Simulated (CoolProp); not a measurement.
Isobutene along the isotherm 159.15 °C: Z from the reference equation and from simpler models built on Tc = 144.9 °C, pc = 4.016 MPa, ω = 0.193; each cubic takes its own stable root.

The numbers come from the reference Helmholtz-energy equation of state, Lemmon 2005 in CoolProp. It is a short technical equation, of lower accuracy than the large ones.

```
p (MPa)          phase  reference
-------  -------------  ---------
2.01               gas     0.8237
4.02     supercritical     0.5647
6.02     supercritical     0.2774
8.03     supercritical     0.3233
10       supercritical     0.3787
12       supercritical     0.4361
14.1     supercritical     0.4962
16.1     supercritical     0.5528
18.1     supercritical     0.6088
20.1     supercritical     0.6642
```

Q: How far does each simpler model (Redlich-Kwong, Peng-Robinson) lie from the reference over these 10 states: mean and median of the absolute difference, and the worst?

A: 
- Redlich-Kwong: mean 8.4 %, median 8.5 %, worst +16.3 % at 159.15 °C and 6.02 MPa
- Peng-Robinson: mean 3.0 %, median 2.1 %, worst +9.8 % at 159.15 °C and 6.02 MPa
